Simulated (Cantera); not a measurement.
Feed: 1 mol Fe2O3, 1400 mol H2, equilibrated at 10.0 Torr.

Cantera equilibrium calculation (NASA polynomials, part measured and part estimated; ideal gas, pure solids and liquids). Candidate condensed phases: Fe, FeO, Fe(OH)2, Fe(OH)3, Fe2O3, Fe3O4, H2O; 12 gas species. Kinetics and transport are ignored.

### Question
Which condensed phases are stable at each of these points (T (K)): 773, 873, 973, 1073, 1173, 1273, 1373, 1473, 1573, 1673, 1773, 1873, 1973, 2073?

### Answer
```tsv
T (K)	condensed phases	Fe condensed (%)
773	Fe(α)	100.0
873	Fe(α)	100.0
973	Fe(α)	100.0
1073	Fe(α)	100.0
1173	Fe(α)	100.0
1273	Fe(γ)	100.0
1373	Fe(γ)	100.0
1473	Fe(γ)	99.6
1573	Fe(γ)	96.5
1673	Fe(δ)	78.9
1773	gas only	0.0
1873	gas only	0.0
1973	gas only	0.0
2073	gas only	0.0
```

From 773 K to 1173 K the condensed part is Fe(α). From 1273 K to 1573 K the condensed part is Fe(γ). At 1673 K the condensed part is Fe(δ). From 1773 K to 2073 K nothing is condensed.
